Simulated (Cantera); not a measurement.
## Adiabatic ignition

An adiabatic, constant-pressure homogeneous reactor starts with 13.5 % CH₄, 17.9 % O₂, 67.5 % N₂, 1.04 % C₂H₆, equivalence ratio 1.7, at 1575 K and 6.81 atm.

Computed with Cantera and GRI-Mech 3.0 (53 species, 325 reactions).

```
t (s)     T (K)     x CH₄      x O₂     x CH₂  x CH₂CO      x CO
--------  -----  --------  --------  --------  -------  --------
4.00e-6    1574     0.135     0.179   5.54e-9  4.33e-8   1.90e-6
1.59e-5    1579     0.132     0.177   3.07e-8  9.11e-6  0.000199
6.34e-5    2746   4.53e-5  0.000185   1.07e-5  2.89e-6     0.114
0.000252   2761  5.32e-11  0.000102  1.13e-11   <1e-12     0.113
0.00100    2760  5.41e-11  0.000100  1.13e-11   <1e-12     0.113
0.00400    2760  5.42e-11  0.000100  1.13e-11   <1e-12     0.113
0.0159     2760  5.42e-11  0.000100  1.13e-11   <1e-12     0.113
0.0634     2760  5.42e-11  0.000100  1.13e-11   <1e-12     0.113
0.252      2760  5.42e-11  0.000100  1.13e-11   <1e-12     0.113
1.00       2760  5.42e-11  0.000100  1.13e-11   <1e-12     0.113
4.00       2760  5.42e-11  0.000100  1.13e-11   <1e-12     0.113
```
x: mole fraction; the columns are a selection and need not sum to one.

The time of steepest temperature rise is 59.9 µs. The temperature at 4.00 s comes out as 2760 K, the equilibrium temperature comes out as 2760 K and the x(CH₄) at 4.00 s is 5.42e-11 (gas-phase equilibrium 6.12e-11). The x(O₂) at 4.00 s comes out as 0.000100 (gas-phase equilibrium 0.000100) and the x(CH₂) at 4.00 s is 1.13e-11 (gas-phase equilibrium 1.23e-11).
